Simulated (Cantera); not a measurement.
Feed: 1 mol SiHCl3, 22 mol N2, equilibrated at 100 Torr.

Method: chemical equilibrium by Gibbs-energy minimisation in Cantera with the NASA 1993 tables (ideal gas, pure condensed phases). Candidate condensed phases: NH4Cl, Si, Si3N4; 28 gas species. N2 is the only nitrogen source here; it is nearly inert below about 1500 K, so the nitride shown seldom forms there in practice. Equilibrium is a limit: real reactors are often held back by kinetics, nucleation or transport.

Over these rows the condensed part is Si3N4(s). Partial pressures as log10 of bar:

```tsv
T (K)	1000/T (1/K)	log p SiCl2	log p N2	log p HCl	log p SiCl4
1050	0.9524	-6.95	-0.90	-2.31	-2.51
1150	0.8696	-5.74	-0.90	-2.30	-2.52
1250	0.8000	?	-0.90	-2.30	-2.53
1350	0.7407	-3.88	-0.90	-2.29	-2.56
1450	0.6897	-3.19	-0.91	-2.30	-2.65
1550	0.6452	-2.68	-0.91	-2.31	-2.91
```

### Question
Fit log p(SiCl2) = a + b·(1000/T) to the five rows, give the apparent enthalpy, and predict the row at 1250 K.

### Answer
Means: 1000/T = 0.7795, log p = -4.488. Sxy = -0.921450, Sxx = 0.0656184, so b = -14.04 and a = -4.488 − (-14.04)×0.7795 = 6.46.
Apparent enthalpy: −19.145 × (-14.04) = 269 kJ/mol. With the condensed phases at unit activity, 1/6 Si3N4(s) + 1/2 SiCl4(g) = SiCl2(g) + 1/3 N2(g) links this pressure to the main gases: over the six rows their terms move log p by -0.20 in all, so the slope is close to that reaction's ΔH°. The five rows lie within 0.08 of the line.
Prediction at 1250 K: 6.46 + (-14.04)×0.8000 = -4.77. The computed value is -4.73, 0.04 from the line.
